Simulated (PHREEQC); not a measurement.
A PHREEQC input (ion-association model, phreeqc.dat):

```
SOLUTION 1
  temp 20
  units mg/L
  pH 6.19
  pe 0.6
  Na 2.24
  K 0.599
  Ca 0.842
  Mg 0.269
  Cl 0.836
  S(6) 5.06 as SO4
  Alkalinity 3.15 as HCO3
  F 0.00105
  Br 0.0256
  Mn(2) 0.00836
  Si 0.00306 as SiO2
END
USE solution 6
EQUILIBRIUM_PHASES 1
  Gypsum 0 0
  CO2(g) -2.5 10
END
```

It stops with these messages:

```
ERROR: Solution 6 not found.
```

The fault: USE names a solution that was never defined. The line should read `USE solution 1` where the input has `USE solution 6`. With the mend the run ends at pH 6.00 and ionic strength 0.000264 mol/kgw.
